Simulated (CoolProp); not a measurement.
Ethylene at several states: fugacity coefficient from the reference equation and from simpler models built on Tc = 9.2 °C, pc = 5.042 MPa, ω = 0.087; each cubic takes its own stable root.

Model: reference Helmholtz-energy equation of state, Smukala 2000, in CoolProp.

```tsv
T (°C)	p (MPa)	phase	reference	van der Waals	Soave-Redlich-Kwong
144.85	0.236	gas	0.9957	0.9949	0.9959
-39.75	0.0743	gas	0.9912	0.9931	0.9913
-23.55	1.53	gas	0.8526	0.8794	0.8535
78.65	0.214	gas	0.9929	0.9927	0.9929
-12.85	0.478	gas	0.9593	0.9659	0.9591
```
